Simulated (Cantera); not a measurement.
Charge: 1 mol SO₂, 2.9 mol H₂, 0.33 mol N₂, equilibrated at 12.0 mbar.

Cantera equilibrium calculation (NASA polynomials, part measured and part estimated; ideal gas, pure solids and liquids). Candidate condensed phases: H₂O, H₂SO₄, S; 35 gas species. Kinetics and transport are ignored.

x: gas mole fraction; nothing condenses.

| T (°C) | x H | x H₂O | x H₂ | x O | x S | x S₂ | x SO | x N₂ | x SO₂ | x OH | x H₂S | x SH | x O₂ |
|---|---|---|---|---|---|---|---|---|---|---|---|---|---|
| 1252 | 0.000111 | 0.483 | 0.264 | 2.27e-9 | 0.000159 | 0.103 | 0.00274 | 0.0885 | 0.0253 | 6.30e-6 | 0.0299 | 0.00295 | 1.93e-9 |
| 1402 | 0.000586 | 0.439 | 0.306 | 6.30e-8 | 0.000709 | 0.0956 | 0.00798 | 0.0871 | 0.0401 | 4.07e-5 | 0.0176 | 0.00515 | 4.08e-8 |
| 1552 | 0.00236 | 0.392 | 0.344 | 9.88e-7 | 0.00238 | 0.0825 | 0.0182 | 0.0855 | 0.0539 | 0.000188 | 0.0108 | 0.00786 | 4.96e-7 |
| 1702 | ? | ? | 0.375 | ? | ? | ? | ? | 0.0838 | 0.0636 | ? | ? | ? | ? |
| 1852 | 0.0208 | 0.301 | 0.394 | 7.38e-5 | 0.0136 | 0.0467 | 0.0548 | 0.0816 | 0.0681 | 0.00197 | 0.00400 | 0.0126 | 2.39e-5 |
| 2002 | 0.0487 | 0.261 | 0.395 | 0.000424 | 0.0238 | 0.0282 | 0.0754 | 0.0787 | 0.0674 | 0.00501 | 0.00223 | 0.0129 | 0.000117 |
| 2152 | 0.0998 | 0.225 | 0.373 | 0.00203 | 0.0341 | 0.0139 | 0.0905 | 0.0749 | 0.0626 | 0.0114 | 0.00110 | 0.0112 | 0.000505 |
| 2302 | 0.180 | 0.184 | 0.325 | 0.00829 | 0.0415 | 0.00583 | 0.0960 | 0.0697 | 0.0542 | 0.0230 | 0.000477 | 0.00836 | 0.00192 |
| 2452 | 0.289 | 0.130 | 0.257 | 0.0274 | 0.0474 | 0.00248 | 0.0918 | 0.0623 | 0.0408 | 0.0384 | 0.000195 | 0.00585 | 0.00559 |
| 2602 | 0.409 | 0.0686 | 0.179 | 0.0667 | 0.0567 | 0.00129 | 0.0780 | 0.0532 | 0.0234 | 0.0470 | 7.97e-5 | 0.00417 | 0.0102 |
| 2752 | 0.510 | 0.0252 | 0.108 | 0.117 | 0.0708 | 0.000813 | 0.0565 | 0.0453 | 0.00934 | 0.0405 | 3.15e-5 | 0.00298 | 0.0109 |
| 2902 | 0.573 | ? | ? | ? | ? | ? | ? | 0.0402 | ? | ? | ? | ? | ? |
| 3052 | 0.604 | 0.00175 | 0.0290 | 0.188 | 0.0970 | 0.000317 | 0.0181 | 0.0377 | 0.000648 | 0.0152 | 3.82e-6 | 0.00125 | 0.00442 |
| 3202 | 0.619 | 0.000437 | 0.0148 | 0.203 | 0.103 | 0.000181 | 0.00903 | 0.0364 | 0.000145 | 0.00830 | 1.28e-6 | 0.000756 | 0.00231 |

Q: Complete the blanks.

A: 
- 2902, x H₂O: 0.00704
- 2902, x H₂: 0.0572
- 2902, x O: 0.160
- 2902, x S: 0.0858
- 2902, x S₂: 0.000525
- 2902, x SO: 0.0342
- 2902, x SO₂: 0.00271
- 2902, x OH: 0.0266
- 2902, x H₂S: 1.13e-5
- 2902, x SH: 0.00200
- 2902, x O₂: 0.00774
- 1702, x H: 0.00765
- 1702, x H₂O: 0.345
- 1702, x O: 1.01e-5
- 1702, x S: 0.00631
- 1702, x S₂: 0.0657
- 1702, x SO: 0.0343
- 1702, x OH: 0.000670
- 1702, x H₂S: 0.00666
- 1702, x SH: 0.0106
- 1702, x O₂: 4.00e-6
